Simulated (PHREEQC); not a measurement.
Synthetic water in mg/kgw, 25 °C, pH 8.38: Na 3840; K 331; Ca 162; Mg 75.4; Cl 3660; S(6) as SO4 4110; Alkalinity as HCO3 29.4; Sr 2.09; Li 0.176.

Cl is adjusted to close the charge balance.
Valence states are taken as typed.

Computed with PHREEQC (Pitzer model, pitzer.dat).

No solid was allowed to form.

Question: Estimate the specific conductance, osmotic coefficient, density.

Answer: specific conductance 17700 µS/cm; osmotic coefficient 0.865; density 1.007 g/cm³.

Question: In which forms is C present?

Answer: HCO3- 95 %, CO3-2 3.5 %, CO2 0.6 % of the C.
